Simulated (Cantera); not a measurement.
A freely propagating, adiabatic, planar premixed flame of 40.8 % H2, 11.0 % O2, 48.2 % N2, equivalence ratio 1.9, unburnt at 600 K and 0.140 bar; mixture-averaged transport, grid criteria slope 0.08 and curve 0.16, no radiation.

Detailed kinetics in Cantera: the H2/O2 subset of GRI-Mech 3.0, which has no nitrogen chemistry. Burning velocities carry a grid error of a few per cent, more on coarse grids.

**Question.** Predict: laminar burning velocity; thermal thickness; peak x(HO2); peak x(H); peak x(O); peak x(H2O2).

**Answer.** 
| Quantity | Value |
|---|---|
| laminar burning velocity | 637 cm/s |
| thermal thickness | 5.96 mm |
| peak x(HO2) | 4.14e-5 |
| peak x(H) | 0.123 |
| peak x(O) | 0.00545 |
| peak x(H2O2) | 5.26e-7 |
